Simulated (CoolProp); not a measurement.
Values from CoolProp's reference Helmholtz-energy equation of state, Thol 2021.

Task: Give the vapour pressure (MPa), vapour density (kg/m³), enthalpy of vaporisation (kJ/kg) of saturated chlorine at 241.9, 253.2 K.

Result: 
```json
[
 {"T (K)": "241.9", "p (MPa)": "0.114", "vapour density (kg/m³)": "4.14", "enthalpy of vaporisation (kJ/kg)": "285"},
 {"T (K)": "253.2", "p (MPa)": "0.181", "vapour density (kg/m³)": "6.34", "enthalpy of vaporisation (kJ/kg)": "279"}
]
```
